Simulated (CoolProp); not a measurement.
Saturation properties of o-xylene (Tc = 357.1 °C, pc = 3737 kPa, ω = 0.312).

Model: reference Helmholtz-energy equation of state, Zhou 2012, in CoolProp.

```json
[
 {"T (°C)": "186.05", "p (kPa)": "272.2", "liquid density (kg/m³)": "727.0", "enthalpy of vaporisation (kJ/kg)": "315.1", "liquid cp (kJ/(kg K))": "2.337", "liquid viscosity (µPa s)": "188", "liquid conductivity (mW/(m K))": "91.5"},
 {"T (°C)": "201.05", "p (kPa)": "370.1", "liquid density (kg/m³)": "710.6", "enthalpy of vaporisation (kJ/kg)": "304.1", "liquid cp (kJ/(kg K))": "2.398", "liquid viscosity (µPa s)": "172", "liquid conductivity (mW/(m K))": "88.5"},
 {"T (°C)": "216.15", "p (kPa)": "493.7", "liquid density (kg/m³)": "693.2", "enthalpy of vaporisation (kJ/kg)": "292.3", "liquid cp (kJ/(kg K))": "2.462", "liquid viscosity (µPa s)": "157", "liquid conductivity (mW/(m K))": "85.8"},
 {"T (°C)": "231.25", "p (kPa)": "646.3", "liquid density (kg/m³)": "674.8", "enthalpy of vaporisation (kJ/kg)": "279.7", "liquid cp (kJ/(kg K))": "2.531", "liquid viscosity (µPa s)": "143", "liquid conductivity (mW/(m K))": "83.3"},
 {"T (°C)": "246.35", "p (kPa)": "831.9", "liquid density (kg/m³)": "655.2", "enthalpy of vaporisation (kJ/kg)": "265.9", "liquid cp (kJ/(kg K))": "2.605", "liquid viscosity (µPa s)": "130", "liquid conductivity (mW/(m K))": "81.0"},
 {"T (°C)": "261.45", "p (kPa)": "1055", "liquid density (kg/m³)": "634.0", "enthalpy of vaporisation (kJ/kg)": "250.9", "liquid cp (kJ/(kg K))": "2.690", "liquid viscosity (µPa s)": "118", "liquid conductivity (mW/(m K))": "79.0"},
 {"T (°C)": "276.55", "p (kPa)": "1321", "liquid density (kg/m³)": "610.7", "enthalpy of vaporisation (kJ/kg)": "234.1", "liquid cp (kJ/(kg K))": "2.791", "liquid viscosity (µPa s)": "106", "liquid conductivity (mW/(m K))": "77.3"},
 {"T (°C)": "291.65", "p (kPa)": "1635", "liquid density (kg/m³)": "584.6", "enthalpy of vaporisation (kJ/kg)": "214.9", "liquid cp (kJ/(kg K))": "2.921", "liquid viscosity (µPa s)": "94.7", "liquid conductivity (mW/(m K))": "76.0"},
 {"T (°C)": "306.75", "p (kPa)": "2004", "liquid density (kg/m³)": "554.2", "enthalpy of vaporisation (kJ/kg)": "192.2", "liquid cp (kJ/(kg K))": "3.109", "liquid viscosity (µPa s)": "82.5", "liquid conductivity (mW/(m K))": "75.0"},
 {"T (°C)": "321.85", "p (kPa)": "2435", "liquid density (kg/m³)": "516.9", "enthalpy of vaporisation (kJ/kg)": "164.1", "liquid cp (kJ/(kg K))": "3.435", "liquid viscosity (µPa s)": "69.6", "liquid conductivity (mW/(m K))": "74.7"},
 {"T (°C)": "336.95", "p (kPa)": "2938", "liquid density (kg/m³)": "466.1", "enthalpy of vaporisation (kJ/kg)": "126.2", "liquid cp (kJ/(kg K))": "4.214", "liquid viscosity (µPa s)": "55.0", "liquid conductivity (mW/(m K))": "75.8"}
]
```

It boils at 144.4 °C under 1 atm.

Viscosity comes from a separate model (Cao 2016). Thermal conductivity comes from a separate model (Mylona 2014).
